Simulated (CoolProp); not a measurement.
Vapour-liquid equilibrium of cis-2-butene (1) + acetone (2) at 1.33 bar; x and y are mole fractions of (1).

Computed with CoolProp (multi-fluid Helmholtz-energy mixture model, Lemmon 2005 and Lemmon 2006; pair parameters Bell 2016).

### Question
Give the bubble temperature and the first vapour's composition at x = 0.5, 0.575, 0.725. Is there an azeotrope?

### Answer
x = 0.5: 290.6 K, y = 0.884; x = 0.575: 289.5 K, y = 0.895; x = 0.725: 287.7 K, y = 0.917. No azeotrope shows between x = 0.05 and 0.95.

Pair parameters are fitted to limited data, so mixtures are less certain than the pure fluids. With so large a gap from Raoult's law the liquid may split in two, which this calculation doesn't test in full.
